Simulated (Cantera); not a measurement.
Input: 1 mol Si, 1.7 mol O2, 72 mol N2, 20 mol NH3, equilibrated at 13.3 mbar.

Equilibrium computed with Cantera from the NASA thermochemical tables; the gas is ideal and each condensed phase is pure. Candidate condensed phases: H2O, Si, SiO2, Si2N2O, Si3N4; 35 gas species. The tables hold silica as quartz up to 1696 K and as liquid above; real silica turns to tridymite and cristobalite and melts near 1996 K. Equilibrium is a limit: real reactors are often held back by kinetics, nucleation or transport. All values below are at 1750 K.

Base state: N2 0.731, H2 0.253, H2O 0.0136, SiO 0.00112, H 0.00101 (mole fractions); condensed: SiO2(condensed).

Q: What changes in the equilibrium state with this change: O2 from 1.7 to 0.01 mol?

A: 
```tsv
species	before	after
N2	0.731	0.730
H2	0.253	0.269
H	0.00101	0.00104
H2O	0.0136	1.76e-9
SiO	0.00112	0.000179
Si	<1e-9	6.02e-5
SiO2(condensed), mol	0.874	0
Si3N4(s), mol	0	0.324
```
